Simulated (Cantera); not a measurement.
Feed: 1 mol B2H6, 2 mol N2, a varied amount of H2, at 10.0 mbar.

Method: chemical equilibrium by Gibbs-energy minimisation in Cantera with the NASA 1993 tables (ideal gas, pure condensed phases). Candidate condensed phases: B, BN; 15 gas species. The feed counts by its element totals alone. N2 is the only nitrogen source here; it is nearly inert below about 1500 K, so the nitride shown seldom forms there in practice. Mutual solubility and eutectic melting of coexisting phases are not modelled. Kinetics and transport are ignored.

Stable condensed phases, one row left out:

```
T in °C \ n(H2) in mol
         0.24 0.49    1  2.1  4.5  9.4   20   41   86  180
   1927     A    A    A    B    B    C    C    C    C    C
   1827     A    A    A    A    A    A    B    C    C    C
   1727     A    A    A    A    A    A    A    A    B    C
   1527     A    A    A    A    A    A    A    A    A    A
   1427     A    A    A    A    A    A    A    A    A    A
   1327     A    A    A    A    A    A    A    A    A    A
   1227     A    A    A    A    A    A    A    A    A    A
   1127     A    A    A    A    A    A    A    A    A    A
```

A: BN; B: B + BN; C: B.

**Question.** Give the row for 1627 °C.

**Answer.** 0.24: BN; 0.49: BN; 1: BN; 2.1: BN; 4.5: BN; 9.4: BN; 20: BN; 41: BN; 86: BN; 180: BN.
